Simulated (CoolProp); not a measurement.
Properties of R13 along the isobar 101 kPa (Tc = 29.9 °C, pc = 3973 kPa, ω = 0.175).

The numbers come from the reference Helmholtz-energy equation of state, Platzer 1990 in CoolProp. This equation is an older, rougher fit.

```csv
T (°C),phase,cv (kJ/(kg K)),isothermal compressibility (1/MPa),viscosity (µPa s),conductivity (mW/(m K))
-31.55,gas,0.4925,10.09,11.7,8.83
-21.25,gas,0.5058,10.07,12.2,9.44
-10.95,gas,0.5188,10.04,12.7,10.1
-0.65,gas,0.5316,10.03,13.2,10.7
9.55,gas,0.5441,10.01,13.6,11.3
19.85,gas,0.5564,9.999,14.1,12.0
30.15,gas,0.5684,9.988,14.6,12.7
40.45,gas,0.5801,9.978,15.0,13.3
50.75,gas,0.5914,9.970,15.5,14.0
61.05,gas,0.6024,9.963,15.9,14.7
71.35,gas,0.6131,9.957,16.4,15.4
81.65,gas,0.6234,9.951,16.8,16.1
91.95,gas,0.6334,9.946,17.2,16.8
102.25,gas,0.6431,9.942,17.7,17.5
112.55,gas,0.6523,9.938,18.1,18.2
```

Viscosity comes from a separate model (Huber 2003), an estimate that may be off by 10 % or more. Thermal conductivity comes from a separate model (Huber 2003), an estimate that may be off by 10 % or more.
